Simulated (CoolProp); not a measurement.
Saturated liquid density (kg/m³) of ethanol: the reference equation beside estimates from Tc = 514.7 K, pc = 62.68 bar, ω = 0.644.

The numbers come from the reference Helmholtz-energy equation of state, Schroeder 2014 in CoolProp.

| T (K) | reference | van der Waals | Redlich-Kwong | Soave-Redlich-Kwong | Peng-Robinson |
|---|---|---|---|---|---|
| 288.6 | 793.2 | ___ | 630.7 | 675.3 | 758.8 |
| 304.6 | 779.5 | 418.2 | 616.2 | 663.6 | 746.5 |
| 320.7 | ___ | 409.3 | 600.7 | 650.8 | 732.8 |
| 336.8 | 750.6 | 399.8 | 584.3 | 636.8 | 717.8 |
| 352.9 | 735.1 | 389.9 | 566.8 | 621.4 | 701.2 |
| 368.9 | 718.6 | 379.4 | 548.2 | ___ | 682.8 |
| 385 | 700.6 | ___ | 528.2 | 585.6 | 662.2 |
| 401.1 | 680.7 | 356.2 | 506.6 | 564.5 | 639.0 |

Problem. Some entries are withheld; supply them.

Solution. 
- 288.6, van der Waals: 426.7
- 320.7, reference: 765.3
- 368.9, Soave-Redlich-Kwong: 604.4
- 385, van der Waals: 368.2

Absolute difference from the reference over all 8 rows, mean and median: van der Waals 46.9 and 46.8 %, Redlich-Kwong 22.7 and 22.5 %, Soave-Redlich-Kwong 15.6 and 15.3 %, Peng-Robinson 4.8 and 4.5 %.
